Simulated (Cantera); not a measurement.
An isothermal, constant-pressure homogeneous reactor starts with CO : O2 : H2O : N2 = 0.027 : 0.0027 : 0.025 : 1 (molar parts), equivalence ratio 5.0, at 1173 K and 10.0 bar. Integrator tolerance rtol = 1e-08.

Cantera simulation using GRI-Mech 3.0 (53 species, 325 reactions); the numbers are that mechanism's predictions, not measurements.

Problem. What does this change do: temperature 1173 to 1423 K?

Solution. 
```tsv
quantity	before	after
x(CO) at 30.0 s	0.0159 (gas-phase equilibrium 0.0114)	0.0131 (gas-phase equilibrium 0.0131)
x(O2) at 30.0 s	<1e-12 (gas-phase equilibrium <1e-12)	<1e-12 (gas-phase equilibrium <1e-12)
x(H2O) at 30.0 s	0.0192 (gas-phase equilibrium 0.0146)	0.0163 (gas-phase equilibrium 0.0163)
x(H2O2) at 30.0 s	<1e-12 (gas-phase equilibrium <1e-12)	<1e-12 (gas-phase equilibrium <1e-12)
x(OH) at 30.0 s	5.60e-11 (gas-phase equilibrium 3.95e-11)	8.66e-9 (gas-phase equilibrium 8.66e-9)
x(H2) at 30.0 s	0.00460 (gas-phase equilibrium 0.00915)	0.00746 (gas-phase equilibrium 0.00746)
```

Problem. What does this change do: pressure from 10.0 bar to 1.01 bar?

Solution. 
| quantity | before | after |
|---|---|---|
| x(CO) at 30.0 s | 0.0159 (gas-phase equilibrium 0.0114) | 0.0117 (gas-phase equilibrium 0.0114) |
| x(O2) at 30.0 s | <1e-12 (gas-phase equilibrium <1e-12) | <1e-12 (gas-phase equilibrium <1e-12) |
| x(H2O) at 30.0 s | 0.0192 (gas-phase equilibrium 0.0146) | 0.0150 (gas-phase equilibrium 0.0146) |
| x(H2O2) at 30.0 s | <1e-12 (gas-phase equilibrium <1e-12) | <1e-12 (gas-phase equilibrium <1e-12) |
| x(OH) at 30.0 s | 5.60e-11 (gas-phase equilibrium 3.95e-11) | 1.04e-9 (gas-phase equilibrium 1.24e-10) |
| x(H2) at 30.0 s | 0.00460 (gas-phase equilibrium 0.00915) | 0.00880 (gas-phase equilibrium 0.00915) |
